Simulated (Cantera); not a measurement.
A perfectly stirred reactor is fed with CO : H2 : O2 : N2 = 1 : 0.1 : 0.965 : 7.53 (molar parts), equivalence ratio 0.57, at 13500 Torr; it is adiabatic with a 550 K inlet, and is followed from long to short residence time, starting on the burning branch (τ in s: 0.24, 0.089, 0.034, 0.013, 0.0048, 0.0018, 0.00068, 0.00026, 9.6e-05, 3.6e-05, 1.4e-05, 5.2e-06).

Detailed kinetics in Cantera: GRI-Mech 3.0 (53 species, 325 reactions). The hydrogen kinetics of GRI-Mech 3.0 are dated; newer H2 mechanisms differ, most at raised pressure. The pressure lies above the range GRI-Mech 3.0 was tuned for (to about 10 atm).

x: mole fraction; the columns are a selection and need not sum to one.

```tsv
τ (s)	T (K)	x CO	x H2	x O2	x HO2	x OH
0.24	1515	0.000298	3.25e-6	0.0460	___	3.13e-5
0.089	1512	0.000647	6.91e-6	0.0462	___	3.82e-5
0.034	1506	0.00141	1.47e-5	0.0465	___	4.47e-5
0.013	1493	0.00325	3.30e-5	0.0474	___	4.85e-5
0.0048	1437	0.0106	0.000107	0.0509	___	3.45e-5
0.0018	550	0.104	0.0104	0.101	<1e-12	<1e-12
0.00068	550	0.104	0.0104	0.101	<1e-12	<1e-12
0.00026	550	0.104	0.0104	0.101	<1e-12	<1e-12
9.6e-5	550	0.104	0.0104	0.101	<1e-12	<1e-12
3.6e-5	550	0.104	0.0104	0.101	<1e-12	<1e-12
1.4e-5	550	0.104	0.0104	0.101	<1e-12	<1e-12
5.2e-6	550	0.104	0.0104	0.101	<1e-12	<1e-12
```

**Question.** Some entries are withheld; supply them.

**Answer.** 
- 0.24, x HO2: 1.53e-6
- 0.089, x HO2: 3.14e-6
- 0.034, x HO2: 6.29e-6
- 0.013, x HO2: 1.25e-5
- 0.0048, x HO2: 2.80e-5
